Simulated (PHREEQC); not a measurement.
A solution holds 2.5 mmol/kgw MnSO4, 0.95 mmol/kgw CaCl2, 2.5 mmol/kgw NaF and 0.076 mmol/kgw Na2SO4, at 54 °C. Closed to the air; pH follows from the charge balance.

Equilibrium calculation in PHREEQC: ion-association model, phreeqc.dat.

| Quantity | Result |
|---|---|
| pH | 6.63 |
| ionic strength | 0.0131 mol/kgw |
| specific conductance | 1570 µS/cm |

| species | molality | activity | log γ |
|---|---|---|---|
| Na+ | 0.00263 | 0.00233 | -0.052 |
| F- | 0.00247 | 0.00218 | -0.054 |
| Mn+2 | 0.00201 | 0.00127 | -0.201 |
| SO4-2 | 0.00197 | 0.00122 | -0.208 |
| Cl- | 0.00189 | 0.00167 | -0.054 |
| Ca+2 | 0.000816 | 0.000509 | -0.205 |
| MnSO4 | 0.000454 | 0.000455 | 0.001 |
| CaSO4 | 0.000134 | 0.000134 | 0.001 |
| MnF+ | 2.16e-5 | 1.91e-5 | -0.052 |
| NaSO4- | 1.90e-5 | 1.69e-5 | -0.051 |
| MnCl+ | 9.71e-6 | 8.62e-6 | -0.052 |

No solid was allowed to form. Examples of supersaturated solids here: Fluorite. Others may be too. Constants without temperature data keep their 25 °C values here.
